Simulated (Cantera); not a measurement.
Input: 1 mol SiCl4, 2.5 mol HCl, 7 mol H2, at 748.15 K and 0.140 bar.

Cantera equilibrium calculation (NASA polynomials, part measured and part estimated; ideal gas, pure solids and liquids). Candidate condensed phases: Si; 19 gas species. Rates play no part.

### Question
What is the equilibrium state?

### Answer
```
Property                             Result
--------------------------------  ---------
x(H2)                                 0.667
x(HCl)                                0.238
x(SiCl4)                             0.0951
x(SiHCl3)                          0.000117
gas amount                        10.50 mol
log10 activity of Si(s) (absent)      -9.69
```
